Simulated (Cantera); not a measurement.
Input: 1 mol SiHCl₃, 1.1 mol HCl, 8.4 mol N₂, at 133 Pa.

Equilibrium computed with Cantera from the NASA thermochemical tables; the gas is ideal and each condensed phase is pure. Candidate condensed phases: NH₄Cl, Si, Si₃N₄; 28 gas species. N₂ is the only nitrogen source here; it is nearly inert below about 1500 K, so the nitride shown seldom forms there in practice. The tables' values for SiCl₃ are old estimates; treat these amounts as uncertain. Rates play no part. All values below are at 1300 K.

Base state: N₂ 0.755, HCl 0.158, SiCl₄ 0.0337, SiCl₂ 0.0240, H₂ 0.0173, SiCl₃ 0.0117, SiHCl₃ 0.000168, Cl 3.07e-5 (mole fractions); condensed: Si₃N₄(s).

What changes in the equilibrium state with this change: HCl from 1.1 to 0.033 mol?


```tsv
species	before	after
N₂	0.755	0.832
HCl	0.158	0.0933
SiCl₄	0.0337	0.0336
H₂	0.0173	0.00586
SiCl₂	0.0240	0.0232
SiCl₃	0.0117	0.0115
SiHCl₃	0.000168	9.61e-5
Cl	3.07e-5	3.11e-5
Si₃N₄(s), mol	0.0807	0.110
```

What changes in the equilibrium state with this change: pressure from 133 Pa to 95000 Pa?


| species | before | after |
|---|---|---|
| N₂ | 0.755 | 0.770 |
| HCl | 0.158 | 0.138 |
| SiCl₄ | 0.0337 | 0.0606 |
| SiCl₂ | 0.0240 | 0.000134 |
| SiCl₃ | 0.0117 | 0.00117 |
| H₂ | 0.0173 | 0.0294 |
| Cl | 3.07e-5 | 7.72e-7 |
| SiHCl₃ | 0.000168 | 0.000587 |
| Si₃N₄(s), mol | 0.0807 | 0.112 |
